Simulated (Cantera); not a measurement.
**Pyrogenic steam for wet oxidation**

An isothermal, constant-pressure homogeneous reactor starts with 24.6 % H₂, 47.4 % O₂, 28.0 % N₂, equivalence ratio 0.26, at 1225 K and 18000 Pa.

Cantera simulation using the H2/O2 subset of GRI-Mech 3.0, which has no nitrogen chemistry; the numbers are that mechanism's predictions, not measurements. The temperature is held fixed by assumption; the heat of reaction is taken as removed at once.

```tsv
t (s)	x H₂	x O₂	x H₂O₂	x HO₂	x OH
0.000300	0.00492	0.393	5.79e-6	7.76e-5	0.00512
0.000830	0.000438	0.399	2.32e-6	2.61e-5	0.00127
0.00229	4.76e-5	0.400	7.26e-7	4.97e-6	0.000446
0.00634	6.93e-6	0.400	2.39e-7	1.06e-6	0.000195
0.0175	1.44e-6	0.400	8.31e-8	2.82e-7	9.79e-5
0.0485	3.89e-7	0.400	2.99e-8	9.14e-8	5.33e-5
0.134	1.22e-7	0.400	1.11e-8	3.97e-8	3.06e-5
0.371	4.51e-8	0.400	4.48e-9	2.90e-8	1.86e-5
1.03	2.48e-8	0.400	2.51e-9	3.04e-8	1.35e-5
2.84	2.23e-8	0.400	2.25e-9	3.12e-8	1.27e-5
7.85	2.23e-8	0.400	2.25e-9	3.12e-8	1.27e-5
21.7	2.23e-8	0.400	2.25e-9	3.12e-8	1.27e-5
60.0	2.23e-8	0.400	2.25e-9	3.12e-8	1.27e-5
```
x: mole fraction; the columns are a selection and need not sum to one.

Equilibrium at this temperature and pressure: H₂ 2.23e-8, O₂ 0.400, H₂O₂ 2.25e-9, HO₂ 3.12e-8, OH 1.27e-5 (gas phase only).
